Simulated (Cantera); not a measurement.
Charge: 1 mol BN, 1.8 mol H2O, 15 mol H2, equilibrated at 13.3 mbar.

Equilibrium computed with Cantera from the NASA thermochemical tables; the gas is ideal and each condensed phase is pure. Candidate condensed phases: B, BN, B2O3, B3O3H3, H2O; 39 gas species. Kinetics and transport are ignored. All values below are at 1623 K.

Base state: H2 0.920, HBO2 0.0305, N2 0.0281, B2O3 0.00943, HBO 0.00623, H2O 0.00498, H 0.000574, B2O2 0.000231 (mole fractions); condensed: gas only.

Question: What changes in the equilibrium state with this change: BN replaced by AlN?

Answer: 
```
species          before   after
-------------  --------  ------
H2                0.920   0.953
N2               0.0281  0.0289
H2O             0.00498  0.0173
HBO2             0.0305       0
B2O3            0.00943       0
HBO             0.00623       0
B2O2           0.000231       0
Al2O3(s), mol         0   0.500
```
Further candidate phases: Al, AlN, Al2O3.
